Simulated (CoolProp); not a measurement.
Vapour-liquid equilibrium of CH2F2 (R32) (1) + R134a (2) at 0.0213 MPa; x and y are mole fractions of (1).

Values from CoolProp's multi-fluid Helmholtz-energy mixture model, Tillner-Roth 1997 and Tillner-Roth 1994; pair parameters Lemmon 2004.

```
x     bubble temperature, mixture model (K)  bubble temperature, Raoult's law (K)  y, mixture model  y, Raoult's law
----  -------------------------------------  ------------------------------------  ----------------  ---------------
0.05                                    ___                                 215.5             0.181            0.174
0.2                                     ___                                 210.1               ___            0.513
0.35                                    ___                                 205.9               ___            0.703
0.5                                     ___                                 202.6             0.816            0.820
0.65                                    ___                                 199.9               ___            0.897
0.8                                   197.6                                 197.6             0.947            0.951
0.95                                  195.7                                 195.7             0.988            0.989
```

Question: Complete the blanks.

Answer: 
- 0.05, bubble temperature, mixture model (K): 215.3
- 0.2, bubble temperature, mixture model (K): 209.7
- 0.2, y, mixture model: 0.521
- 0.35, bubble temperature, mixture model (K): 205.5
- 0.35, y, mixture model: 0.704
- 0.5, bubble temperature, mixture model (K): 202.3
- 0.65, bubble temperature, mixture model (K): 199.8
- 0.65, y, mixture model: 0.892

The largest gap from Raoult's law is -0.4 K in bubble temperature, at x = 0.2. No azeotrope shows between x = 0.05 and 0.95.

Pair parameters are fitted to limited data, so mixtures are less certain than the pure fluids.
